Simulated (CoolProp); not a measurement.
Saturated liquid density (kg/m³) of CF4 (R14): the reference equation beside estimates from Tc = -45.8 °C, pc = 3.762 MPa, ω = 0.178. Rackett uses Z = 0.29056 − 0.08775 ω.

Model: reference Helmholtz-energy equation of state, Platzer 1990, in CoolProp. This equation is an older, rougher fit; its heat capacities, sound speeds and derivatives of the liquid may be far off and weren't checked against measurements.

| T (°C) | reference | Rackett | van der Waals | Redlich-Kwong | Soave-Redlich-Kwong | Peng-Robinson |
|---|---|---|---|---|---|---|
| -125.25 | 1588 | 1658 | 1041 | 1522 | 1556 | 1759 |
| -114.95 | 1531 | 1597 | 1003 | 1456 | [?] | 1691 |
| -104.65 | 1470 | 1533 | 962.4 | 1383 | 1423 | 1613 |
| -94.35 | 1405 | 1462 | [?] | 1302 | 1344 | 1524 |
| -84.05 | 1332 | 1385 | 866.6 | 1211 | 1252 | 1421 |
| -73.85 | 1249 | 1296 | 808.7 | 1106 | 1146 | [?] |
| -63.55 | 1147 | 1189 | 738.0 | 980.2 | 1015 | 1146 |
| -53.25 | 1000 | 1037 | 641.4 | [?] | 835.2 | [?] |

Question: Fill in the missing entries.

Answer: 
- -114.95, Soave-Redlich-Kwong: 1493
- -94.35, van der Waals: 917.3
- -73.85, Peng-Robinson: 1299
- -53.25, Redlich-Kwong: 811.7
- -53.25, Peng-Robinson: 934.5

Absolute difference from the reference over all 8 rows, mean and median: Rackett 4.0 and 4.0 %, van der Waals 35.0 and 34.8 %, Redlich-Kwong 9.5 and 8.2 %, Soave-Redlich-Kwong 6.8 and 5.2 %, Peng-Robinson 7.1 and 7.6 %.
